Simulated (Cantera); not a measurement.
Feed: 1 mol SiC, 0.005 mol O2, 8.5 mol N2, held at 2000 Pa.

Method: chemical equilibrium by Gibbs-energy minimisation in Cantera with the NASA 1993 tables (ideal gas, pure condensed phases). Candidate condensed phases: C, Si, SiC, SiO2, Si2N2O, Si3N4; 34 gas species. Mutual solubility and eutectic melting of coexisting phases are not modelled. The numbers say what is thermodynamically allowed, not how fast it happens. All values below are at 1675 K.

Base state: N2 0.999, CO 0.000840, SiO 0.000335 (mole fractions); condensed: SiC(s) + Si3N4(s).

### Question
What changes in the equilibrium state with this change: O2 from 0.005 to 0.7 mol?

### Answer
```
species           before    after
--------------  --------  -------
N2                 0.999    0.894
CO              0.000840    0.103
SiO             0.000335  0.00297
SiC(s), mol        0.993   0.0756
Si3N4(s), mol    0.00142        0
Si2N2O(s), mol         0    0.449
```
